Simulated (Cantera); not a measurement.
An adiabatic, constant-pressure homogeneous reactor starts with CH4 : C2H6 : O2 : N2 = 1 : 0.07 : 2.64 : 9.93 (molar parts), equivalence ratio 0.85, at 1198 K and 1.10 bar.

Computed with Cantera and GRI-Mech 3.0 (53 species, 325 reactions).

Question: Predict: time of steepest temperature rise; temperature at 9.00 s; equilibrium temperature; x(O2) at 9.00 s; x(CO) at 9.00 s; x(HO2) at 9.00 s.

Answer: 
- time of steepest temperature rise = 8.02 ms
- temperature at 9.00 s = 2563 K
- equilibrium temperature = 2563 K
- x(O2) at 9.00 s = 0.0314 (gas-phase equilibrium 0.0314)
- x(CO) at 9.00 s = 0.0177 (gas-phase equilibrium 0.0177)
- x(HO2) at 9.00 s = 4.97e-6 (gas-phase equilibrium 4.97e-6)
